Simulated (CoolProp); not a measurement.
R13 along the isobar 226 bar: fugacity coefficient from the reference equation and from simpler models built on Tc = 29.9 °C, pc = 39.73 bar, ω = 0.175; each cubic takes its own stable root.

The numbers come from the reference Helmholtz-energy equation of state, Platzer 1990 in CoolProp. This equation is an older, rougher fit; its heat capacities, sound speeds and derivatives of the liquid may be far off and weren't checked against measurements.

| T (°C) | phase | reference |
|---|---|---|
| -2.15 | liquid | 0.1372 |
| 9.85 | liquid | 0.1717 |
| 21.75 | liquid | 0.2090 |
| 33.65 | supercritical | 0.2490 |
| 45.65 | supercritical | 0.2913 |
| 57.55 | supercritical | 0.3345 |
| 69.45 | supercritical | 0.3784 |
| 81.45 | supercritical | 0.4227 |
| 93.35 | supercritical | 0.4662 |
| 105.25 | supercritical | 0.5087 |
| 117.15 | supercritical | 0.5498 |
| 129.15 | supercritical | 0.5896 |
| 141.05 | supercritical | 0.6273 |
| 152.95 | supercritical | 0.6629 |
| 164.95 | supercritical | 0.6969 |
| 176.85 | supercritical | 0.7285 |

How far does each simpler model (Redlich-Kwong, Soave-Redlich-Kwong, Peng-Robinson) lie from the reference over these 16 states: mean and median of the absolute difference, and the worst?


- Redlich-Kwong: mean 5.2 %, median 5.1 %, worst +12.7 % at -2.15 °C and 226 bar
- Soave-Redlich-Kwong: mean 5.7 %, median 5.8 %, worst +6.2 % at 81.45 °C and 226 bar
- Peng-Robinson: mean 4.7 %, median 4.3 %, worst -6.6 % at -2.15 °C and 226 bar
